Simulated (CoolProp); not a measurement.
A simple Rankine cycle with R115: condensing at 291.15 K, boiler at 2.28 MPa, turbine inlet 487.9 K, turbine efficiency 0.75, pump efficiency 0.8, no recuperator. Each further row changes one setting.

Model: reference Helmholtz-energy equation of state, Lemmon 2016, in CoolProp.

| case | thermal efficiency (%) | net work (kJ/kg) | heat in (kJ/kg) | turbine exit temperature (K) | volume ratio over the turbine |
|---|---|---|---|---|---|
| as stated | 7.2 | … | 259 | … | … |
| condensing temperature 283.15 K | 8.4 | 22.4 | … | 454.7 | 3.75 |
| boiler pressure 1.6 MPa | 5.0 | 13.2 | 263 | 469.3 | … |
| turbine efficiency 0.65 | 6.1 | 15.9 | 259 | 462.8 | 3.03 |

Complete the blanks.


- as stated, net work (kJ/kg): 18.6
- as stated, turbine exit temperature (K): 459.8
- as stated, volume ratio over the turbine: 3.01
- condensing temperature 283.15 K, heat in (kJ/kg): 268
- boiler pressure 1.6 MPa, volume ratio over the turbine: 2.11
